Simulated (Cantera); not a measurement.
Feed: 1 mol CF₄, a varied amount of H₂, equilibrated at 1325 °C and 750 Torr.

These are equilibrium values from Cantera (NASA tables, ideal gas, pure condensed phases), not measurements of a reactor. Candidate condensed phases: C, C₆H₆, C₇H₈, C₈H₁₈; 95 gas species. Equilibrium is a limit: real reactors are often held back by kinetics, nucleation or transport.

Q: At 2 mol H₂, list the 4 most abundant gas species with their mole fractions, and the condensed phases.

A: HF 1.000, H₂ 2.60e-5, CF₄ 1.25e-5, H₂F₂ 1.13e-5. Condensed: C(graphite).
